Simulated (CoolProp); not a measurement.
A simple Rankine cycle with R142b: condensing at 294.15 K, boiler at 0.946 MPa, turbine inlet 469 K, turbine efficiency 0.6, pump efficiency 0.7, no recuperator. Each further row changes one setting.

Values from CoolProp's reference Helmholtz-energy equation of state, Lemmon 2006. It is a short technical equation, of lower accuracy than the large ones.

| case | thermal efficiency (%) | net work (kJ/kg) | heat in (kJ/kg) | turbine exit temperature (K) | volume ratio over the turbine |
|---|---|---|---|---|---|
| as stated | 6.4 | [?] | 372 | 441.5 | 3.09 |
| condensing temperature 286.15 K | 7.6 | [?] | 383 | [?] | 3.98 |
| boiler pressure 0.662 MPa | 4.5 | 17.0 | 375 | [?] | 2.17 |
| turbine efficiency 0.5 | 5.3 | [?] | 372 | [?] | 3.12 |

**Question.** What belongs in the gaps?

**Answer.** 
- as stated, net work (kJ/kg): 23.9
- condensing temperature 286.15 K, net work (kJ/kg): 29.2
- condensing temperature 286.15 K, turbine exit temperature (K): 435.8
- boiler pressure 0.662 MPa, turbine exit temperature (K): 450.3
- turbine efficiency 0.5, net work (kJ/kg): 19.8
- turbine efficiency 0.5, turbine exit temperature (K): 445.3
